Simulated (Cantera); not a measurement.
Equilibrium for metals in furnace atmospheres: Al + CO2 + N2 + O2

Feed: 1 mol Al, 1.9 mol CO2, 4.4 mol N2, 0.0036 mol O2, at 0.0460 bar.

Method: chemical equilibrium by Gibbs-energy minimisation in Cantera with the NASA 1993 tables (ideal gas, pure condensed phases). Candidate condensed phases: Al, AlN, Al2O3, C; 32 gas species. The numbers say what is thermodynamically allowed, not how fast it happens.

From 723 K to 823 K the condensed part is Al2O3(s) + C(graphite). From 923 K to 1823 K the condensed part is Al2O3(s).

```tsv
T (K)	log p N2	log p CO	log p CO2	log p NO	log p O	log p O2	n Al2O3(s)	n C(graphite)
723	-1.45	-2.64	-2.09	<-13	<-13	<-13	0.500	0.605
823	-1.48	-2.04	-2.40	<-13	<-13	<-13	0.500	0.132
923	-1.49	-1.96	-2.53	<-13	<-13	<-13	0.500	0
1023	-1.49	-1.96	-2.53	<-13	<-13	<-13	0.500	0
1123	-1.49	-1.96	-2.53	<-13	<-13	<-13	0.500	0
1223	-1.49	-1.96	-2.53	-12.08	<-13	<-13	0.500	0
1323	-1.49	-1.96	-2.53	-10.88	<-13	<-13	0.500	0
1423	-1.49	-1.96	-2.53	-9.84	-12.27	-12.81	0.500	0
1523	-1.49	-1.96	-2.53	-8.95	-10.99	-11.45	0.500	0
1623	-1.49	-1.96	-2.53	-8.16	-9.86	-10.27	0.500	0
1723	-1.49	-1.96	-2.53	-7.47	-8.86	-9.23	0.500	0
1823	-1.49	-1.96	-2.53	-6.85	-7.97	-8.30	0.500	0
```
log p: log10 of the partial pressure in bar; n: condensed amount in mol.
